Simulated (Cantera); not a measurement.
Cantera with NASA thermochemical tables; ideal gases at 1 bar, condensed phases pure. Values are per mole of reaction as written; species without (g) are pure solids or liquids, kept so even where they would boil at 1 bar.

Problem. Between 2075 and 2675 K, where is each reaction favourable under standard conditions?
- 2 Cl(g) + SrO ⇌ SrCl2 + O(g)

Solution. 
- 2 Cl(g) + SrO ⇌ SrCl2 + O(g): ΔG° is -51 kJ at 2075 K and -17 kJ at 2675 K; it stays negative (K > 1). ΔH° is -164 kJ and ΔS° -55 J/K at 2675 K.
